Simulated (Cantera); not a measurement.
Cantera run:

```python
import numpy as np
import cantera as ct

gas_names = [...]  # 95 gases of nasa_gas.yaml made of C, F, H
cond_names = """
    C(gr) C6H6(L) C7H8(L) C8H18(L),n-octa
""".split()


# ... load() reads the species with a 1 bar reference pressure and builds the phases ...
atoms = {
    'CHF3': {'C': 1, 'H': 1, 'F': 3},
}
top_T = {'C(gr)': 4500}  # K; cautious upper limits of use, not melting points


# ... equilibrate(T, P, feed) seeds the gas with the atoms and calls Mixture.equilibrate('TP', solver="vcs", rtol=1e-11, max_steps=5000) ...
results = []
feed = {'CHF3': 1}  # mol
P = 100000  # Pa
for T in [1375, 1425, 1475, 1525, 1575, 1625, 1675, 1725, 1775, 1825, 1875, 1925, 1975, 2025]:
    mix = equilibrate(T, P, feed)
    results.append((T, P, feed, dict(zip(mix.species_names, mix.species_moles))))

top = {s: max(r[3][s] / sum(r[3][g] for g in gas_names) for r in results) for s in gas_names}
cols = sorted((s for s in top if top[s] > 0.0001), key=lambda s: -top[s])[:7]
seen = [c for c in cond_names if any(r[3].get(c, 0) > 1e-12 for r in results)]
print("log10 of partial pressures in bar; condensed amounts in mol")
print(f"{'T/K':>10s}" + "".join(f"{s[:9]:>10s}" for s in cols + seen))
for T, P, feed, n in results:
    ng = sum(n[g] for g in gas_names)
    print(f"{T:10.4g}" + "".join(f"{np.log10(max(n[s] / ng * P / 1e5, 1e-99)):10.3f}" for s in cols)
          + "".join(f"{n.get(c, 0):10.4g}" for c in seen))
```

Output:

```
log10 of partial pressures in bar; condensed amounts in mol
       T/K        HF       CF4       CF2       CF3         F     C(gr)
      1375    -0.176    -0.477    -5.494    -5.580    -6.826       0.5
      1425    -0.176    -0.477    -5.120    -5.277    -6.404       0.5
      1475    -0.176    -0.477    -4.773    -4.995    -6.011       0.5
      1525    -0.176    -0.477    -4.448    -4.732    -5.644       0.5
      1575    -0.176    -0.477    -4.145    -4.486    -5.299    0.4999
      1625    -0.176    -0.477    -3.861    -4.255    -4.976    0.4999
      1675    -0.176    -0.477    -3.594    -4.038    -4.672    0.4998
      1725    -0.176    -0.478    -3.343    -3.834    -4.386    0.4996
      1775    -0.176    -0.478    -3.107    -3.641    -4.116    0.4993
      1825    -0.176    -0.479    -2.884    -3.460    -3.861    0.4989
      1875    -0.177    -0.480    -2.673    -3.289    -3.619    0.4983
      1925    -0.177    -0.481    -2.474    -3.127    -3.390    0.4973
      1975    -0.178    -0.483    -2.285    -2.974    -3.173    0.4959
      2025    -0.178    -0.486    -2.107    -2.829    -2.966    0.4939
```

Equilibrium computed with Cantera from the NASA thermochemical tables; the gas is ideal and each condensed phase is pure. Gases not in the tables: C2F6 and larger saturated fluorocarbons.
